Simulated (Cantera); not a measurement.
Predominance diagram of Ca at 677 °C against the partial pressures of O2 and F2 (log10, bar). Cantera with NASA thermochemical tables; ideal gases at 1 bar, condensed phases pure. Candidates: Ca(s), CaF2(s), CaO(s). Only these pure phases compete in this equilibrium. Not in the tables: oxide halides.

```
log p(F2) \ log p(O2)
        columns: -13, -12.1, -11.1, -10.2, -9.3, -8.3, -7.4, -6.5, -5.5, -4.6, -3.7, -2.7, -1.8, -0.9, 0.1, 1
      0  A A A A A A A A A A A A A A A A
     -3  A A A A A A A A A A A A A A A A
     -6  A A A A A A A A A A A A A A A A
     -9  A A A A A A A A A A A A A A A A
    -12  A A A A A A A A A A A A A A A A
    -15  A A A A A A A A A A A A A A A A
    -18  A A A A A A A A A A A A A A A A
    -21  A A A A A A A A A A A A A A A A
    -24  A A A A A A A A A A A A A A A A
    -27  A A A A A A A A A A A A A A A A
    -30  A A A A A A A A A A A A B B B B
```

A: CaF2(s); B: CaO(s).
